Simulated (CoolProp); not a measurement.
Vapour-liquid equilibrium of methanol (1) + water (2) at 1.77 MPa; x and y are mole fractions of (1).

Computed with CoolProp (multi-fluid Helmholtz-energy mixture model, de Reuck 1993 and Wagner 2002; pair parameters Bell 2016).

```tsv
x	bubble temperature, mixture model (°C)	bubble temperature, Raoult's law (°C)	y, mixture model	y, Raoult's law
0.05	201.7	202.6	0.124	0.119
0.125	195.7	197.5	0.272	0.271
0.2	190.6	192.8	0.390	0.397
0.275	186.1	188.6	0.486	0.502
0.35	182.2	184.7	0.567	0.591
0.425	178.8	181.0	0.635	0.666
0.5	175.7	177.7	0.695	0.731
0.575	172.9	174.6	0.748	0.788
0.65	170.3	171.7	0.797	0.837
0.725	167.9	169.0	0.843	0.880
0.8	165.7	166.4	0.887	0.918
0.875	163.6	164.0	0.929	0.952
0.95	161.6	161.7	0.972	0.982
```

The largest gap from Raoult's law is -2.5 K in bubble temperature, at x = 0.35. No azeotrope shows between x = 0.05 and 0.95.

The pair parameters rest on a limited set of measurements; away from them the model extrapolates.
